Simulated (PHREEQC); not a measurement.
PHREEQC input (ion-association model, phreeqc.dat):

```
SOLUTION_SPECIES
  CO3-2 + 10 H+ + 8 e- = CH4 + 3 H2O  # shut off: no methane
    -log_k -100
    -delta_h 0
    -analytic -100
SOLUTION 1
  temp 25
  units mol/kgw
  pH 7 charge
END
SELECTED_OUTPUT 1
  -reset false
  -pH true
  -pe true
  -ionic_strength true
  -water true
  -totals C C(-4) C(4) Ntg
  -molalities H+ CO3-2 OH- HCO3- CO2 (CO2)2
USER_PUNCH 1
  -headings p_CO2(g) phi_CO2(g) p_Ntg(g) phi_Ntg(g) p_H2O(g) phi_H2O(g) density
  10 PUNCH PR_P("CO2(g)"), PR_PHI("CO2(g)"), PR_P("Ntg(g)"), PR_PHI("Ntg(g)"), PR_P("H2O(g)"), PR_PHI("H2O(g)"), RHO
PRINT
  -reset false
USE solution 1
REACTION_TEMPERATURE 1
  25
GAS_PHASE 1
  -fixed_pressure
  -pressure 1
  -temperature 25
  -volume 20
  CO2(g) 0.72
  Ntg(g) 0.28
  H2O(g) 0
END
# ... the last block is repeated for the other 9 points of P (atm)
```

Selected output (columns that matter, 10 of 10 rows; P (atm) added in front):

```
P (atm)	pH	mu	C	Ntg	m_H+	m_OH-	m_CO2	p_CO2(g)	phi_CO2(g)	p_Ntg(g)	phi_Ntg(g)	p_H2O(g)	phi_H2O(g)	density
1	3.992	0.00010304	0.023454	0.00018624	0.00010304	1.0051e-10	0.023331	0.68939	0.99458	0.27895	1.0007	0.031669	0.99168	0.99727
2	3.8393	0.00014677	0.047321	0.00037832	0.00014677	7.0911e-11	0.047093	1.401	0.98923	0.56702	1.0012	0.031931	0.98386	0.99755
3	3.7514	0.00017995	0.070899	0.00057004	0.00017995	5.8034e-11	0.070537	2.1129	0.98389	0.85493	1.0017	0.032196	0.97608	0.99782
5	3.6422	0.00023187	0.11721	0.00095246	0.00023187	4.5265e-11	0.11648	3.537	0.97327	1.4303	1.0029	0.032737	0.9606	0.99835
7.5	3.5569	0.00028264	0.17352	0.0014287	0.00028264	3.7312e-11	0.17215	5.3181	0.9601	2.1485	1.0045	0.033433	0.94145	0.99901
10	3.4975	0.00032451	0.2281	0.0019032	0.00032451	3.2627e-11	0.22591	7.1001	0.94703	2.8658	1.0062	0.034151	0.92249	0.99964
15	3.4158	0.00039244	0.33216	0.0028478	0.00039244	2.7159e-11	0.32782	10.667	0.92122	4.2974	1.01	0.03566	0.88515	1.0008
20	3.3598	0.00044705	0.4295	0.0037881	0.00044705	2.3978e-11	0.4225	14.237	0.89582	5.7255	1.0145	0.037272	0.84859	1.002
30	3.285	0.00053211	0.60455	0.0056636	0.00053211	2.035e-11	0.59119	21.388	0.84624	8.5712	1.0254	0.040847	0.77773	1.0041
40	3.2361	0.00059635	0.75436	0.0075477	0.00059635	1.8326e-11	0.73398	28.551	0.79821	11.404	1.0394	0.044972	0.7098	1.0059
```

Species that the database lacks are ignored.
